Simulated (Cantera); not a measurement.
Cantera run:

```python
import numpy as np
import cantera as ct

gas_names = """
    N NO NO2 NO3 N2 N2O O O2 O3 Si SiN SiO SiO2 Si2 Si2N Si3
""".split()
cond_names = """
    Si(cr) Si(L) SiO2(Lqz) SiO2(hqz) SiO2(L) Si2N2O(s) Si3N4(a)
""".split()


# ... load() reads the species with a 1 bar reference pressure and builds the phases ...
atoms = {
    'Si3N4': {'Si': 3, 'N': 4},
    'N2O': {'N': 2, 'O': 1},
    'N2': {'N': 2},
}
top_T = {'Si2N2O(s)': 2100, 'Si3N4(a)': 2400}  # K; cautious upper limits of use, not melting points


# ... equilibrate(T, P, feed) seeds the gas with the atoms and calls Mixture.equilibrate('TP', solver="vcs", rtol=1e-11, max_steps=5000) ...
results = []
P = 450  # Pa
for T in [1698, 1748, 1798, 1848, 1898, 1948, 1998, 2048, 2098, 2148]:
    for m in [33, 42, 55, 71, 92, 120, 150, 200, 260, 340, 430]:
        feed = {'Si3N4': 1, 'N2O': 0.1, 'N2': m}  # mol
        mix = equilibrate(T, P, feed)
        results.append((T, P, feed, dict(zip(mix.species_names, mix.species_moles))))

for T, P, feed, n in results:
    print(f"{T:7g} {feed['N2']:10.4g}  " + (" + ".join(c for c in cond_names if n.get(c, 0) > 1e-12) or "gas only"))
```

Output:

```
   1698         33  Si3N4(a)
   1698         42  Si3N4(a)
   1698         55  Si3N4(a)
   1698         71  Si3N4(a)
   1698         92  Si3N4(a)
   1698        120  Si3N4(a)
   1698        150  Si3N4(a)
   1698        200  Si3N4(a)
   1698        260  Si3N4(a)
   1698        340  Si3N4(a)
   1698        430  Si3N4(a)
   1748         33  Si3N4(a)
   1748         42  Si3N4(a)
   1748         55  Si3N4(a)
   1748         71  Si3N4(a)
   1748         92  Si3N4(a)
   1748        120  Si3N4(a)
   1748        150  Si3N4(a)
   1748        200  Si3N4(a)
   1748        260  Si3N4(a)
   1748        340  Si3N4(a)
   1748        430  Si3N4(a)
   1798         33  Si(L)
   1798         42  Si(L)
   1798         55  Si(L)
   1798         71  Si(L)
   1798         92  Si(L)
   1798        120  Si(L)
   1798        150  Si(L)
   1798        200  Si(L)
   1798        260  Si(L)
   1798        340  Si(L)
   1798        430  Si(L)
   1848         33  Si(L)
   1848         42  Si(L)
   1848         55  Si(L)
   1848         71  Si(L)
   1848         92  Si(L)
   1848        120  Si(L)
   1848        150  Si(L)
   1848        200  Si(L)
   1848        260  Si(L)
   1848        340  Si(L)
   1848        430  Si(L)
   1898         33  Si(L)
   1898         42  Si(L)
   1898         55  Si(L)
   1898         71  Si(L)
   1898         92  Si(L)
   1898        120  Si(L)
   1898        150  Si(L)
   1898        200  Si(L)
   1898        260  Si(L)
   1898        340  Si(L)
   1898        430  Si(L)
   1948         33  Si(L)
   1948         42  Si(L)
   1948         55  Si(L)
   1948         71  Si(L)
   1948         92  Si(L)
   1948        120  Si(L)
   1948        150  Si(L)
   1948        200  Si(L)
   1948        260  Si(L)
   1948        340  Si(L)
   1948        430  Si(L)
   1998         33  Si(L)
   1998         42  Si(L)
   1998         55  Si(L)
   1998         71  Si(L)
   1998         92  Si(L)
   1998        120  Si(L)
   1998        150  Si(L)
   1998        200  Si(L)
   1998        260  Si(L)
   1998        340  gas only
   1998        430  gas only
   2048         33  Si(L)
   2048         42  Si(L)
   2048         55  Si(L)
   2048         71  Si(L)
   2048         92  Si(L)
   2048        120  Si(L)
   2048        150  Si(L)
   2048        200  gas only
   2048        260  gas only
   2048        340  gas only
   2048        430  gas only
   2098         33  Si(L)
   2098         42  Si(L)
   2098         55  Si(L)
   2098         71  Si(L)
   2098         92  gas only
   2098        120  gas only
   2098        150  gas only
   2098        200  gas only
   2098        260  gas only
   2098        340  gas only
   2098        430  gas only
   2148         33  Si(L)
   2148         42  Si(L)
   2148         55  gas only
   2148         71  gas only
   2148         92  gas only
   2148        120  gas only
   2148        150  gas only
   2148        200  gas only
   2148        260  gas only
   2148        340  gas only
   2148        430  gas only
```

These are equilibrium values from Cantera (NASA tables, ideal gas, pure condensed phases), not measurements of a reactor.
